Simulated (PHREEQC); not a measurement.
Make-up at 25 °C: 0.027 mol/kgw H2S. Closed to the air; pH follows from the charge balance.

Equilibrium calculation in PHREEQC: ion-association model, phreeqc.dat.

Each row changes one thing in this solution. No solid was allowed to form.

| case | pH | ionic strength (mol/kgw) | HS- (mol/kgw) |
|---|---|---|---|
| as made | 4.26 | 5.60e-5 | 5.60e-5 |
| H2S replaced by NaHS at the same molality | [?] | 0.0270 | 0.0269 |
| H2S from 0.027 to 0.0405 mol/kgw | [?] | 6.87e-5 | 6.87e-5 |
| diluted 100-fold with water | 5.26 | 5.52e-6 | 5.51e-6 |
| diluted 5-fold with water | [?] | 2.49e-5 | 2.49e-5 |
| H2S from 0.027 to 0.0027 mol/kgw | [?] | 1.76e-5 | 1.76e-5 |
| temperature from 25 to 75 °C | 4.06 | 8.76e-5 | 8.76e-5 |
| temperature from 25 to 35 °C | [?] | 6.42e-5 | 6.42e-5 |

Task: Complete the blanks.

Result: 
- H2S replaced by NaHS at the same molality, pH: 9.53
- H2S from 0.027 to 0.0405 mol/kgw, pH: 4.17
- diluted 5-fold with water, pH: 4.61
- H2S from 0.027 to 0.0027 mol/kgw, pH: 4.76
- temperature from 25 to 35 °C, pH: 4.20

Complexes and solids missing from the database can't appear. Constants without temperature data keep their 25 °C values here.
